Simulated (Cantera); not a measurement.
What does this Cantera script print?

```python
import numpy as np
import cantera as ct

surf = ct.Interface("ptcombust.yaml", "Pt_surf")
gas = surf.adjacent["gas"]
gas.TPX = 700, 46000, {'H2': 0.025, 'O2': 0.064, 'N2': 0.79}
surf.TP = 700, 46000
reactor = ct.FlowReactor(gas, clone=False)
reactor.area = 0.0001  # m2
reactor.surface_area_to_volume_ratio = 170  # 1/m
reactor.mass_flow_rate = 2.7 * reactor.area * gas.density  # inlet velocity 2.7 m/s
reactor.energy_enabled = False
wall = ct.ReactorSurface(surf, reactor, clone=False)
net = ct.ReactorNet([reactor])
net.rtol, net.atol = 1e-8, 1e-16
show, cover = ['H2', 'O2', 'H2O'], ['PT(S)', 'H(S)', 'O(S)', 'OH(S)', 'CO(S)', 'C(S)']

rows = []
print(f"{'z/m':>9s}{'u/(m/s)':>9s}" + "".join(f"{s:>13s}" for s in show + cover))
for z in [0.00087, 0.0017, 0.0032, 0.0062, 0.012, 0.023, 0.045, 0.087]:
    net.advance(z)
    rows.append([reactor.speed, *gas[show].X, *surf[cover].coverages])
    print(f"{z:9.4g}{rows[-1][0]:9.3g}" + "".join(f"{x:13.4e}" for x in rows[-1][1:]))
```

Result:

```
      z/m  u/(m/s)           H2           O2          H2O        PT(S)         H(S)         O(S)        OH(S)        CO(S)         C(S)
  0.00087     2.68   1.2329e-02   6.5233e-02   1.6344e-02   3.3908e-01   1.7010e-07   6.5153e-01   9.3543e-03  -1.0016e-24   6.2608e-27
   0.0017     2.67   7.8077e-03   6.3106e-02   2.0931e-02   2.2202e-01   7.3011e-08   7.6939e-01   8.5693e-03  -6.7280e-27   3.2925e-30
   0.0032     2.67   4.6339e-03   6.1614e-02   2.4151e-02   1.3522e-01   2.9726e-08   8.5748e-01   7.2925e-03   1.4128e-26  -1.9601e-29
   0.0062     2.66   2.5229e-03   6.0621e-02   2.6292e-02   7.5793e-02   1.1060e-08   9.1842e-01   5.7780e-03   7.5898e-27   4.6821e-30
    0.012     2.66   1.3107e-03   6.0051e-02   2.7522e-02   4.2308e-02   4.2097e-09   9.5323e-01   4.4552e-03   2.7609e-25   1.9057e-28
    0.023     2.66   6.3863e-04   5.9735e-02   2.8204e-02   2.5668e-02   1.8441e-09   9.7080e-01   3.5273e-03   5.6659e-27   9.7049e-30
    0.045     2.66   2.5117e-04   5.9553e-02   2.8597e-02   1.7906e-02   1.0040e-09   9.7912e-01   2.9709e-03   9.2393e-29   6.7702e-32
    0.087     2.66   6.3938e-05   5.9465e-02   2.8787e-02   1.4892e-02   7.2800e-10   9.8239e-01   2.7193e-03  -4.3288e-28   7.2918e-33
```

Detailed kinetics in Cantera: Deutschmann's 1995 Pt surface mechanism with GRI-Mech 3.0 gas chemistry. Catalytic surfaces can have several steady states; this one follows from the mechanism file's or the stated starting coverage. Mass transfer to the wall is taken as infinitely fast.
